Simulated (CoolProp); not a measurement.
Carbon monoxide along the isotherm -134.55 °C: Z from the reference equation and from simpler models built on Tc = -140.3 °C, pc = 3498 kPa, ω = 0.050; each cubic takes its own stable root.

The numbers come from the reference Helmholtz-energy equation of state, Lemmon 2006 in CoolProp. It is a short technical equation, of lower accuracy than the large ones.

| p (kPa) | phase | reference |
|---|---|---|
| 125 | gas | 0.9894 |
| 250 | gas | 0.9787 |
| 375 | gas | 0.9678 |
| 500 | gas | 0.9567 |
| 625 | gas | 0.9455 |
| 750 | gas | 0.9342 |
| 875 | gas | 0.9226 |
| 999 | gas | 0.9109 |
| 1120 | gas | 0.8993 |
| 1250 | gas | 0.8867 |
| 1370 | gas | 0.8747 |
| 1500 | gas | 0.8616 |
| 1620 | gas | 0.8491 |
| 1750 | gas | 0.8354 |

Q: How far does each simpler model (Pitzer virial, van der Waals, Peng-Robinson) lie from the reference over these 14 states: mean and median of the absolute difference, and the worst?

A: 
- Pitzer virial: mean 0.6 %, median 0.4 %, worst +1.8 % at -134.55 °C and 1750 kPa
- van der Waals: mean 0.7 %, median 0.7 %, worst +1.4 % at -134.55 °C and 1750 kPa
- Peng-Robinson: mean 1.2 %, median 1.2 %, worst -2.3 % at -134.55 °C and 1750 kPa
